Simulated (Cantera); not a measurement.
Input (Python, Cantera):

```python
import numpy as np
import cantera as ct

gas = ct.Solution("h2o2.yaml")
gas.TPX = 1100, 100, {'H2': 0.0058, 'O2': 1}
reactor = ct.IdealGasConstPressureReactor(gas, energy="off", clone=False)
net = ct.ReactorNet([reactor])
net.rtol, net.atol = 1e-08, 1e-18
show = ['H2', 'O2', 'H', 'O', 'OH', 'HO2', 'H2O2']
times = np.geomspace(0.0002, 1, 10)

steps = ct.SolutionArray(gas, extra=["t"])
rows = []
print(f"{'t/s':>10s}{'T/K':>9s}{'P/Pa':>11s}" + "".join(f"{s:>11s}" for s in show))
for t in times:
    while net.time < t:
        t_next = net.step()
        steps.append(gas.state, t=t_next)
    rows.append([np.interp(t, steps.t, y) for y in (steps.T, steps.P, *steps(*show).X.T)])
    print(f"{t:10.3e}{rows[-1][0]:9.1f}{rows[-1][1]:11.4g}" + "".join(f"{x:11.3e}" for x in rows[-1][2:]))
rate = np.gradient(steps.T, steps.t)
print("integrator steps:", len(steps.t))
if steps.T.max() > steps.T[0] + 200:
    print(f"time of steepest temperature rise: {steps.t[rate.argmax()]:.4e} s")
gas.TPX = 1100, 100, {'H2': 0.0058, 'O2': 1}
gas.equilibrate("TP")
print(f"equilibrium (TP): T = {gas.T:.1f} K  " + "  ".join(f"{s} {gas[s].X[0]:.3e}" for s in show))
```

It prints:

```
       t/s      T/K       P/Pa         H2         O2          H          O         OH        HO2       H2O2
 2.000e-04   1100.0        100  5.767e-03  9.942e-01  9.006e-12  1.010e-12  1.005e-12  1.001e-11  1.364e-17
 5.153e-04   1100.0        100  5.767e-03  9.942e-01  1.988e-11  6.024e-12  5.953e-12  2.579e-11  9.055e-17
 1.327e-03   1100.0        100  5.767e-03  9.942e-01  3.667e-11  3.141e-11  3.044e-11  6.644e-11  5.993e-16
 3.420e-03   1100.0        100  5.767e-03  9.942e-01  5.553e-11  1.347e-10  1.238e-10  1.712e-10  3.974e-15
 8.811e-03   1100.0        100  5.767e-03  9.942e-01  9.410e-11  5.278e-10  4.323e-10  4.411e-10  2.633e-14
 2.270e-02   1100.0        100  5.767e-03  9.942e-01  2.730e-10  2.647e-09  1.843e-09  1.137e-09  1.741e-13
 5.848e-02   1100.0        100  5.767e-03  9.942e-01  2.941e-09  3.579e-08  2.262e-08  2.942e-09  1.145e-12
 1.507e-01   1100.0        100  5.747e-03  9.942e-01  1.103e-06  1.364e-05  8.510e-06  1.382e-08  9.219e-12
 3.882e-01   1100.0        100  7.268e-05  9.889e-01  2.839e-04  4.981e-03  4.724e-04  8.672e-08  1.772e-09
 1.000e+00   1100.0        100  1.511e-05  9.889e-01  2.055e-04  5.104e-03  3.364e-04  6.644e-08  8.814e-10
integrator steps: 693
equilibrium (TP): T = 1100.0 K  H2 2.433e-10  O2 9.942e-01  H 1.284e-11  O 7.920e-08  OH 1.361e-06  HO2 5.473e-10  H2O2 1.648e-12
```

Detailed kinetics in Cantera: the H2/O2 subset of GRI-Mech 3.0, which has no nitrogen chemistry. Radical loss at walls, strong at low pressure, is not modelled.
